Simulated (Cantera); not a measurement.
Mixture: 14.0 % CH3OH, 16.1 % O2, 60.7 % N2, 9.23 % H2O, at 1000000 Pa, adiabatic and at constant pressure. Ignition delay is the time to a rise of 400 K.

Cantera simulation using GRI-Mech 3.0 (53 species, 325 reactions); the numbers are that mechanism's predictions, not measurements. GRI-Mech 3.0 was tuned for natural gas; its chemistry of methanol as a main component is partial and can be far from experiment.

Problem. Predict: delay at 1100 K; delay at 1200 K; delay at 1300 K; delay at 1400 K; apparent activation energy between 1350 and 1450 K.

Solution. 
```
Item                                                     Value
--------------------------------------------------  ----------
delay at 1100 K                                        7.78 ms
delay at 1200 K                                        1.21 ms
delay at 1300 K                                       0.253 ms
delay at 1400 K                                        68.3 µs
apparent activation energy between 1350 and 1450 K  190 kJ/mol
```
